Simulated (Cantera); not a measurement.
Input: 1 mol SiC, 2.2 mol H2O, 300 mol N2, 0.14 mol N2O, at 4.20 bar.

Cantera equilibrium calculation (NASA polynomials, part measured and part estimated; ideal gas, pure solids and liquids). Candidate condensed phases: C, C6H6, C7H8, C8H18, H2O, Si, SiC, SiO2, Si2N2O, Si3N4; 151 gas species. Mutual solubility and eutectic melting of coexisting phases are not modelled. Kinetics and transport are ignored. All values below are at 1123 K.

Base state: N2 0.991, H2 0.00725, CO 0.00150 (mole fractions); condensed: C(graphite) + SiO2(β-quartz) + Si2N2O(s).

Q: What changes in the equilibrium state with this change: SiC replaced by Si3N4?

A: 
```tsv
species	before	after
N2	0.991	0.993
H2	0.00725	0.00725
CO	0.00150	0
C(graphite), mol	0.542	0
SiO2(β-quartz), mol	0.922	0.559
Si2N2O(s), mol	0.0388	1.22
```
